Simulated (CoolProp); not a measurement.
Properties of n-hexane along the isobar 1.14 MPa (Tc = 507.8 K, pc = 3.044 MPa, ω = 0.300).

Model: reference Helmholtz-energy equation of state, Thol 2019, in CoolProp.

```tsv
T (K)	phase	cp (kJ/(kg K))	speed of sound (m/s)	Joule-Thomson coefficient (K/MPa)	conductivity (mW/(m K))	Prandtl number	fugacity coefficient
478.9	gas	2.680	180.5	12.43	33.1	0.913	0.8422
489.9	gas	2.691	186.4	11.11	34.4	0.896	0.8543
500.9	gas	2.707	191.8	10.03	35.8	0.881	0.8652
511.9	gas	2.728	196.7	9.119	37.1	0.868	0.8751
522.9	gas	2.752	201.4	8.348	38.5	0.856	0.8841
533.9	gas	2.777	205.8	7.683	40.0	0.846	0.8922
544.9	gas	2.805	209.9	7.105	41.4	0.837	0.8997
556	gas	2.833	213.9	6.594	42.9	0.829	0.9066
567	gas	2.862	217.6	6.146	44.4	0.822	0.9129
578	gas	2.891	221.2	5.748	45.9	0.815	0.9187
589	gas	2.921	224.7	5.391	47.4	0.809	0.9240
600	gas	2.950	228.0	5.071	48.9	0.803	0.9290
```

Viscosity comes from a separate model (Michailidou 2013). Thermal conductivity comes from a separate model (Assael 2013).
